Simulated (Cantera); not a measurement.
Input: 1 mol Al2O3, 0.13 mol O2, equilibrated at 0.500 bar.

Method: chemical equilibrium by Gibbs-energy minimisation in Cantera with the NASA 1993 tables (ideal gas, pure condensed phases). Candidate condensed phases: Al, Al2O3; 9 gas species. Equilibrium is a limit: real reactors are often held back by kinetics, nucleation or transport.

x: gas mole fraction; n: condensed amount in mol.

```
T (K)   x O2       x O     x AlO    x AlO2        x O3      x Al  n Al2O3(s)  n Al2O3(l)
-----  -----  --------  --------  --------  ----------  --------  ----------  ----------
823     1.00    <1e-12    <1e-12    <1e-12      <1e-12    <1e-12        1.00           0
1023    1.00  4.40e-10    <1e-12    <1e-12  (withheld)    <1e-12        1.00           0
1223    1.00   5.71e-8    <1e-12    <1e-12  (withheld)    <1e-12        1.00           0
1423   1.000   1.90e-6    <1e-12    <1e-12  (withheld)    <1e-12        1.00           0
1623   1.000   2.69e-5    <1e-12    <1e-12  (withheld)    <1e-12        1.00           0
1823   1.000  0.000213    <1e-12    <1e-12  (withheld)    <1e-12        1.00           0
2023   0.999   0.00113  1.31e-11  4.21e-11  (withheld)    <1e-12        1.00           0
2223   0.996   0.00441   1.44e-9   2.10e-9  (withheld)    <1e-12        1.00           0
2423   0.986    0.0138   6.44e-8   4.83e-8  (withheld)  9.07e-11           0        1.00
2623   0.964    0.0359   1.40e-6   5.94e-7  (withheld)   5.33e-9           0        1.00
```

Q: Fill in the missing entries.

A: 
- 1023, x O3: 1.03e-11
- 1223, x O3: 1.62e-10
- 1423, x O3: 1.18e-9
- 1623, x O3: 5.32e-9
- 1823, x O3: 1.74e-8
- 2023, x O3: 4.53e-8
- 2223, x O3: 1.00e-7
- 2423, x O3: 1.96e-7
- 2623, x O3: 3.43e-7
